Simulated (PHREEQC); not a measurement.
Synthetic water in mg/L, 25 °C, pH 2.06, pe 12.4: Na 15.8; K 35; Ca 114; Mg 16.5; Cl 86.7; S(6) as SO4 1130; O(0) (dissolved oxygen) 0.0587; Cu(2) 1.54; Fe(3) 0.0483; Cd 22.8; Sr 0.113; Br 0.591.

Valence states are taken as typed.

All values are PHREEQC results (ion-association model, phreeqc.dat), not measurements.

This is a speciation only: nothing precipitates in the calculation.

**Question.** Estimate the ionic strength.

**Answer.** ionic strength 0.0281 mol/kgw.

**Question.** In which forms is S present?

**Answer.** SO4-2 59 %, HSO4- 31 %, CaSO4 6.3 %, MgSO4 1.9 %, CdSO4 0.6 % of the S.

Examples of supersaturated solids here: Hematite (slow to form). Others may be too. Species that the database lacks are ignored.
